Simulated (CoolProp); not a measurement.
Vapour pressure (bar) of the fluoroketone C6F12O (FK-5-1-12): the reference equation beside estimates from Tc = 441.8 K, pc = 18.69 bar, ω = 0.471. Clausius-Clapeyron is anchored at 359.2 K with a constant enthalpy of vaporisation of 23.95 kJ/mol.

Model: reference Helmholtz-energy equation of state, McLinden 2015, in CoolProp.

```json
[
 {"T (K)": "314.2", "reference": "0.7608", "Clausius-Clapeyron": "0.9916", "van der Waals": "4.060"},
 {"T (K)": "325.5", "reference": "1.135", "Clausius-Clapeyron": "1.363", "van der Waals": "4.840"},
 {"T (K)": "336.7", "reference": "1.633", "Clausius-Clapeyron": "1.830", "van der Waals": "5.702"},
 {"T (K)": "347.9", "reference": "2.285", "Clausius-Clapeyron": "2.410", "van der Waals": "6.657"},
 {"T (K)": "359.2", "reference": "3.128", "Clausius-Clapeyron": "3.128", "van der Waals": "7.717"},
 {"T (K)": "370.4", "reference": "4.178", "Clausius-Clapeyron": "3.986", "van der Waals": "…"},
 {"T (K)": "381.7", "reference": "5.490", "Clausius-Clapeyron": "5.018", "van der Waals": "10.13"},
 {"T (K)": "392.9", "reference": "…", "Clausius-Clapeyron": "6.222", "van der Waals": "11.49"},
 {"T (K)": "404.2", "reference": "9.012", "Clausius-Clapeyron": "7.638", "van der Waals": "12.96"},
 {"T (K)": "415.4", "reference": "11.31", "Clausius-Clapeyron": "9.256", "van der Waals": "…"},
 {"T (K)": "426.7", "reference": "14.08", "Clausius-Clapeyron": "11.12", "van der Waals": "16.24"}
]
```

Fill in the missing entries.


- 370.4, van der Waals: 8.868
- 392.9, reference: 7.077
- 415.4, van der Waals: 14.54

Absolute difference from the reference over all 11 rows, mean and median: Clausius-Clapeyron 13.4 and 12.1 %, van der Waals 154.0 and 112.3 %.
